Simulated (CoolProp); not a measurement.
R11 along the isotherm 500 K: Z from the reference equation and from simpler models built on Tc = 471.1 K, pc = 4408 kPa, ω = 0.189; each cubic takes its own stable root.

Computed with CoolProp (reference Helmholtz-energy equation of state, Jacobsen 1992).

```csv
p (kPa),phase,reference,van der Waals,Redlich-Kwong,Soave-Redlich-Kwong,Peng-Robinson
1380,gas,0.9079,0.9137,0.9051,0.9075,0.8966
2750,gas,0.8006,0.8116,0.7973,0.8033,0.7829
4130,gas,0.6664,0.6759,0.6641,0.6773,0.6495
5510,supercritical,0.4821,0.4360,0.4767,0.5117,0.4825
6890,supercritical,0.3424,0.3920,0.3691,0.3941,0.3657
8260,supercritical,0.3438,0.4267,0.3791,0.3943,0.3615
9640,supercritical,0.3708,0.4700,0.4063,0.4181,0.3813
11000,supercritical,0.4029,0.5149,0.4376,0.4479,0.4071
```
